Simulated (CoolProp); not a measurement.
Vapour-liquid equilibrium of R227EA (1) + isobutene (2) at -1.35 °C; x and y are mole fractions of (1).

Model: multi-fluid Helmholtz-energy mixture model, Lemmon 2016 and Lemmon 2005; pair parameters Bell 2016, in CoolProp.

```
x     bubble pressure (MPa)  y at the bubble point  dew pressure at overall composition x (MPa)  liquid density (mol/L)
----  ---------------------  ---------------------  -------------------------------------------  ----------------------
0.05                 0.1484                  0.184                                       0.1313                   10.88
0.15                 0.1769                  0.364                                       0.1436                   10.56
0.25                 0.1923                  0.452                                       0.1580                   10.27
0.35                 0.2010                  0.509                                       0.1745                   9.997
0.45                 0.2062                  0.553                                       0.1919                   9.750
0.55                 0.2092                  0.597                                       0.2059                   9.526
0.65                 0.2101                  0.647                                       0.2101                   9.325
0.75                 0.2085                  0.710                                       0.2064                   9.145
0.85                 0.2033                  0.796                                       0.1990                   8.983
0.95                 0.1931                  0.918                                       0.1902                   8.837
```

y crosses x between x = 0.55 and 0.65: the model has an azeotrope there.

The pair parameters rest on a limited set of measurements; away from them the model extrapolates.
